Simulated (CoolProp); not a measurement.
Properties of fluorine along the isotherm -125.35 °C (Tc = -128.7 °C, pc = 52.40 bar, ω = 0.045).

Values from CoolProp's reference Helmholtz-energy equation of state, de Reuck 1990.

| p (bar) | phase | density (kg/m³) | cp (kJ/(kg K)) | expansivity (1/kK) | fugacity coefficient |
|---|---|---|---|---|---|
| 0.414 | gas | 1.283 | 0.7725 | 6.817 | 0.9976 |
| 0.625 | gas | 1.940 | … | 6.844 | 0.9964 |
| 0.943 | gas | 2.932 | 0.7770 | 6.884 | 0.9946 |
| 1.42 | gas | 4.427 | 0.7811 | 6.945 | 0.9918 |
| 2.15 | gas | 6.732 | 0.7875 | 7.041 | 0.9876 |
| 3.24 | gas | 10.21 | 0.7971 | 7.188 | 0.9813 |
| 4.88 | gas | 15.54 | 0.8121 | … | 0.9718 |
| 7.37 | gas | 23.85 | 0.8359 | 7.794 | 0.9575 |
| 11.1 | gas | 36.84 | … | 8.424 | 0.9360 |
| 16.8 | gas | 58.16 | 0.9433 | 9.582 | 0.9032 |
| 25.3 | gas | 94.22 | 1.081 | 11.97 | 0.8544 |
| 38.2 | gas | 164.5 | 1.477 | 18.96 | 0.7804 |
| 57.6 | supercritical | 428.2 | 9.831 | 158.4 | 0.6637 |
| 86.8 | supercritical | 912.7 | 2.685 | 22.60 | 0.4951 |
| 131 | supercritical | 1021 | 1.941 | 11.92 | 0.3775 |

Problem. Complete the blanks.

Solution. 
- 0.625, cp (kJ/(kg K)): 0.7743
- 4.88, expansivity (1/kK): 7.418
- 11.1, cp (kJ/(kg K)): 0.8746

The peak of cp marks the crossing from liquid-like to gas-like fluid above the critical point.
